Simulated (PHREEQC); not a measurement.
Make-up at 25 °C: 1.3 mmol/kgw LiOH, 0.084 mmol/kgw Na2SiO3 and 0.081 mmol/kgw (CH3)4NCl. Closed to the air; pH follows from the charge balance.

All values are PHREEQC results (ion-association model, wateq4f.dat), not measurements.

Precipitation was switched off in this run.

### Question
Order these Si species by the share of Si that they hold, largest first: H3SiO4-, H4SiO4, H2SiO4-2.

### Answer
H3SiO4- (94 %), H4SiO4 (4.6 %), H2SiO4-2 (0.97 %)

The pH is 11.12 and the ionic strength 0.00155 mol/kgw. Complexes and solids missing from the database can't appear. (CH3)4N+ isn't in the database: it is added as a free cation with an ion size of 4 Å.
